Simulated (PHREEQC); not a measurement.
A solution holds 2 mmol/kgw HF, 59 mmol/kgw NH4HF2 and 0.00024 mmol/kgw H4SiO4, at 94 °C. Closed to the air; pH follows from the charge balance.

All values are PHREEQC results (ion-association model, phreeqc.dat), not measurements.

```json
{
  "pH": "3.65",
  "ionic_strength": "0.0593 mol/kgw",
  "density": "0.964 g/cm³",
  "total_alkalinity": "-61.0 meq/kg"
}
```

```csv
species,molality,activity,log γ
NH4+,0.0590,0.0448,-0.119
HF,0.0506,0.0513,0.006
F-,0.0492,0.0380,-0.111
HF2-,0.0101,0.00793,-0.105
H+,0.000272,0.000225,-0.082
NH3,5.65e-6,5.73e-6,0.006
SiF6-2,2.40e-7,9.41e-8,-0.407
OH-,2.64e-9,2.04e-9,-0.111
```

This is a speciation only: nothing precipitates in the calculation. Complexes and solids missing from the database can't appear. Constants without temperature data keep their 25 °C values here. SiF6-2 is the database's only silicon fluoride.
